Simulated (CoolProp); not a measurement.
Vapour-liquid equilibrium of R13 (1) + isobutane (2) at 241.7 K; x and y are mole fractions of (1).

Values from CoolProp's multi-fluid Helmholtz-energy mixture model, Platzer 1990 and Bücker 2006; pair parameters Bell 2016. This equation is an older, rougher fit; its heat capacities, sound speeds and derivatives of the liquid may be far off and weren't checked against measurements.

| x | bubble pressure, mixture model (MPa) | bubble pressure, Raoult's law (MPa) | y, mixture model | y, Raoult's law |
|---|---|---|---|---|
| 0.05 | 0.1074 | 0.08155 | 0.602 | 0.492 |
| 0.2 | 0.2660 | 0.1954 | 0.852 | 0.822 |
| 0.35 | 0.3862 | 0.3093 | 0.907 | 0.908 |
| 0.5 | 0.4825 | 0.4232 | 0.934 | 0.949 |
| 0.65 | 0.5690 | 0.5371 | 0.954 | 0.972 |
| 0.8 | 0.6583 | 0.6510 | 0.972 | 0.987 |
| 0.95 | 0.7626 | 0.7649 | 0.992 | 0.997 |

The largest gap from Raoult's law is +36.1 % in bubble pressure, at x = 0.2. No azeotrope shows between x = 0.05 and 0.95.

The pair parameters rest on a limited set of measurements; away from them the model extrapolates.
